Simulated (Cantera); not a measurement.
An adiabatic, constant-volume homogeneous reactor starts with CO : H2 : CH4 : O2 : N2 : CO2 = 1 : 1.2 : 0.13 : 1.36 : 5.11 : 0.35 (molar parts), equivalence ratio 1.0, at 1648 K and 2.07 atm.

Computed with Cantera and GRI-Mech 3.0 (53 species, 325 reactions).

Problem. Predict: time of steepest temperature rise; temperature at 5.00 s; equilibrium temperature; x(CO) at 5.00 s; x(H2) at 5.00 s; x(CH2O) at 5.00 s; x(NO2) at 5.00 s; x(H) at 5.00 s.

Solution. 
* **time of steepest temperature rise**: 6.07 µs
* **temperature at 5.00 s**: 2948 K
* **equilibrium temperature**: 2948 K
* **x(CO) at 5.00 s**: 0.0781 (gas-phase equilibrium 0.0781)
* **x(H2) at 5.00 s**: 0.0156 (gas-phase equilibrium 0.0156)
* **x(CH2O) at 5.00 s**: 1.74e-9 (gas-phase equilibrium 1.74e-9)
* **x(NO2) at 5.00 s**: 6.43e-6 (gas-phase equilibrium 6.43e-6)
* **x(H) at 5.00 s**: 0.00900 (gas-phase equilibrium 0.00900)
